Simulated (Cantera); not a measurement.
**Equilibrium for aluminium and copper etching: Cu + F2 + N2**

Input: 1 mol Cu, 0.3 mol F2, a varied amount of N2, equilibrated at 8.20e-5 bar.

Method: chemical equilibrium by Gibbs-energy minimisation in Cantera with the NASA 1993 tables (ideal gas, pure condensed phases). Candidate condensed phases: Cu, CuF2; 11 gas species. The numbers say what is thermodynamically allowed, not how fast it happens.

Stable condensed phases:

```
T in °C \ n(N2) in mol
         1.1 1.8 2.8 4.5 7.1  11  18
   1175    A   A   A   A   A   B   B
   1100    A   A   A   A   A   A   A
   1025    A   A   A   A   A   A   A
    950    A   A   A   A   A   A   A
    875    A   A   A   A   A   A   A
    800    A   A   A   A   A   A   A
    725    A   A   A   A   A   A   A
    650    C   C   C   C   C   C   A
    575    C   C   C   C   C   C   C
```

A: Cu; B: gas only; C: Cu + CuF2.
